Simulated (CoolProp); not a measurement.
R245fa at 425.21 K and 2.79 MPa is throttled through a valve to 0.899 MPa with no heat exchange. Each further row changes one setting.

The numbers come from the reference Helmholtz-energy equation of state, Akasaka 2015 in CoolProp.

```csv
case,temperature change (K),final density (kg/m³)
as stated,(withheld),41.0
outlet pressure 0.27 MPa,-33.0,11.5
outlet pressure 1.17 MPa,(withheld),(withheld)
```

### Question
What belongs in the gaps?

### Answer

- as stated, temperature change (K): -25.5
- outlet pressure 1.17 MPa, temperature change (K): -22.2
- outlet pressure 1.17 MPa, final density (kg/m³): 55.1
